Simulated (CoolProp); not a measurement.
50 sccm (0 °C, 1 atm) of nitrogen bubbles through liquid n-hexane at 316.9 K and leaves saturated at a total pressure of 0.15 MPa (ideal gas phase). Each further row changes one setting.

Computed with CoolProp (reference Helmholtz-energy equation of state, Thol 2019).

```csv
case,vapour pressure (kPa),mole fraction of vapour,delivery (mg/min),delivery (sccm),change of delivery for a bath 1 K warmer (%)
as stated,43.0,0.287,77.2,20.1,[?]
bath temperature 321.9 K,[?],0.345,101,26.3,5.7
total pressure 0.3 MPa,43.0,0.143,32.2,8.36,[?]
```

**Question.** What belongs in the gaps?

**Answer.** 
- as stated, change of delivery for a bath 1 K warmer (%): 5.4
- bath temperature 321.9 K, vapour pressure (kPa): 51.7
- total pressure 0.3 MPa, change of delivery for a bath 1 K warmer (%): 4.5
